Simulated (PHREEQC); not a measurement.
## Buffer: an equilibrium model

Consider water at 25 °C and 10 atm with 0.001 mol KHCO3 and 0.0015 mol NaF per kg of water. Closed to the air; pH follows from the charge balance.

Model: ion-association model, phreeqc.dat, run in PHREEQC.

Each row changes one thing in this solution. Precipitation was switched off in this run.

| case | pH | ionic strength (mol/kgw) | NaF (mol/kgw) | HF (mol/kgw) |
|---|---|---|---|---|
| as made | 8.25 | 0.00251 | 1.15e-6 | 1.20e-8 |
| temperature from 25 to 75 °C | 7.88 | 0.00250 | 1.14e-6 | 7.31e-8 |
| KHCO3 left out | 7.24 | 0.00150 | 1.18e-6 | 1.24e-7 |
| diluted 100-fold with water | 7.66 | 2.50e-5 | 1.27e-10 | 4.90e-10 |
| temperature from 25 to 30 °C | 8.20 | 0.00251 | 1.15e-6 | 1.46e-8 |

Complexes and solids missing from the database can't appear. Away from 25 °C the constants follow the database's enthalpies or fits; those with neither stay at their 25 °C values.
